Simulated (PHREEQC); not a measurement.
**Hard or scaling water**

Dissolve 24.5 mmol/kgw CaCl2, 0.24 mmol/kgw Na2HPO4 and 70 mmol/kgw NaCl at 25 °C. Closed to the air; pH follows from the charge balance.

Model: ion-association model, phreeqc.dat, run in PHREEQC.

```yaml
pH: 7.62
ionic_strength: 0.144 mol/kgw
specific_conductance: 12100 µS/cm
density: 1.002 g/cm³
total_alkalinity: 0.240 meq/kg
```

```
species   molality  activity   log γ
--------  --------  --------  ------
Cl-          0.119    0.0881  -0.131
Na+         0.0705    0.0539  -0.116
Ca+2        0.0244   0.00859  -0.453
CaHPO4    0.000123  0.000127   0.014
HPO4-2     8.07e-5   2.69e-5  -0.477
CaPO4-     1.61e-5   1.24e-5  -0.116
H2PO4-     1.37e-5   1.05e-5  -0.116
NaHPO4-    3.70e-6   2.83e-6  -0.116
CaH2PO4+   3.02e-6   2.31e-6  -0.116
OH-        5.67e-7   4.16e-7  -0.135
```

This is a speciation only: nothing precipitates in the calculation. The solution is supersaturated, for example in Hydroxyapatite, so a real one may precipitate; this is no full list.
